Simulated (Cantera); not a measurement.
Cantera with NASA thermochemical tables; ideal gases at 1 bar, condensed phases pure. Values are per mole of reaction as written; species without (g) are pure solids or liquids, kept so even where they would boil at 1 bar.

2 Cs(g) + 2 HCl(g) = 2 CsCl + H2(g), with ΔH° = -854.0 kJ and ΔS° = -391.7 J/K at 300 K.

Task: How far is the shortcut ΔG° ≈ ΔH°(300 K) − T·ΔS°(300 K) from the full temperature-dependent value at 400, 450, 500, 550, 600, 650, 700, 750, 800, 850, 900 K?

Result: 
| T (K) | shortcut (kJ) | full (kJ) | difference (kJ) | difference in log10 K |
|---|---|---|---|---|
| 400 | -697.3 | -697.8 | 0.5 | -0.07 |
| 450 | -677.7 | -678.9 | 1.2 | -0.14 |
| 500 | -658.1 | -660.2 | 2.0 | -0.21 |
| 550 | -638.5 | -641.7 | 3.1 | -0.30 |
| 600 | -619.0 | -623.4 | 4.4 | -0.38 |
| 650 | -599.4 | -605.3 | 5.9 | -0.47 |
| 700 | -579.8 | -587.3 | 7.6 | -0.56 |
| 750 | -560.2 | -569.7 | 9.5 | -0.66 |
| 800 | -540.6 | -552.6 | 12.0 | -0.78 |
| 850 | -521.0 | -535.7 | 14.7 | -0.90 |
| 900 | -501.4 | -519.0 | 17.6 | -1.02 |
The shortcut ignores the heat-capacity change of the reaction.
